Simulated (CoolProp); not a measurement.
Vapour pressure (bar) of octamethylcyclotetrasiloxane (D4): the reference equation beside estimates from Tc = 586.5 K, pc = 13.47 bar, ω = 0.598. Clausius-Clapeyron is anchored at 330.9 K with a constant enthalpy of vaporisation of 51.48 kJ/mol.

Values from CoolProp's reference Helmholtz-energy equation of state, Thol 2015.

| T (K) | reference | Lee-Kesler | Clausius-Clapeyron | van der Waals | Redlich-Kwong | Soave-Redlich-Kwong | Peng-Robinson |
|---|---|---|---|---|---|---|---|
| 330.9 | 0.01132 | 0.01200 | 0.01132 | (withheld) | 0.1402 | 0.01197 | 0.01330 |
| 337.7 | 0.01647 | 0.01727 | 0.01650 | 0.9188 | (withheld) | 0.01723 | (withheld) |
| 344.6 | 0.02363 | 0.02454 | 0.02381 | 1.036 | 0.2206 | 0.02449 | 0.02665 |
| 351.4 | 0.03311 | 0.03411 | 0.03371 | (withheld) | 0.2718 | 0.03405 | 0.03672 |
| 358.2 | 0.04561 | 0.04669 | 0.04711 | 1.296 | 0.3316 | 0.04661 | 0.04984 |
| 365.1 | 0.06213 | (withheld) | 0.06531 | 1.443 | 0.4020 | 0.06313 | 0.06698 |
| 371.9 | 0.08300 | 0.08409 | 0.08905 | 1.599 | 0.4818 | 0.08397 | 0.08846 |
| 378.8 | 0.1098 | 0.1108 | 0.1206 | 1.768 | 0.5744 | 0.1107 | 0.1158 |
| 385.6 | 0.1428 | 0.1437 | 0.1609 | 1.946 | 0.6780 | (withheld) | 0.1493 |
| 392.5 | 0.1842 | 0.1849 | 0.2134 | 2.138 | 0.7965 | 0.1848 | 0.1911 |
| 399.3 | 0.2340 | 0.2345 | 0.2791 | 2.340 | 0.9276 | 0.2344 | 0.2412 |
| 406.2 | 0.2951 | 0.2954 | 0.3632 | 2.557 | 1.076 | 0.2954 | 0.3026 |

### Question
What belongs in the gaps?

### Answer

- 330.9, van der Waals: 0.8128
- 337.7, Redlich-Kwong: 0.1766
- 337.7, Peng-Robinson: 0.01894
- 351.4, van der Waals: 1.161
- 365.1, Lee-Kesler: 0.06323
- 385.6, Soave-Redlich-Kwong: 0.1436

Absolute difference from the reference over all 12 rows, mean and median: Lee-Kesler 2.1 and 1.5 %, Clausius-Clapeyron 8.3 and 6.2 %, van der Waals 2711.7 and 2024.5 %, Redlich-Kwong 584.3 and 513.8 %, Soave-Redlich-Kwong 2.0 and 1.4 %, Peng-Robinson 8.3 and 7.2 %.
